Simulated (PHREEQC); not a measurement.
A solution holds 0.0044 mol TMAH, 0.0046 mol K2SiO3 and 0.00018 mol K2CO3 per kg of water, at 25 °C. Closed to the air; pH follows from the charge balance.

Model: ion-association model, phreeqc.dat, run in PHREEQC.

The pH is 11.88. The ionic strength is 0.0144 mol/kgw and the total alkalinity comes out as 14.0 meq/kg.

| species | molality | activity | log γ |
|---|---|---|---|
| K+ | 0.00956 | 0.00845 | -0.054 |
| OH- | 0.00873 | 0.00771 | -0.054 |
| (CH3)4N+ | 0.00440 | 0.00390 | -0.053 |
| H3SiO4- | 0.00426 | 0.00377 | -0.053 |
| H2SiO4-2 | 0.000311 | 0.000195 | -0.202 |
| CO3-2 | 0.000177 | 0.000111 | -0.202 |
| H4SiO4 | 3.34e-5 | 3.35e-5 | 0.001 |
| HCO3- | 3.49e-6 | 3.10e-6 | -0.051 |

Precipitation was switched off in this run. (CH3)4N+ isn't in the database: it is added as a free cation with an ion size of 4 Å.
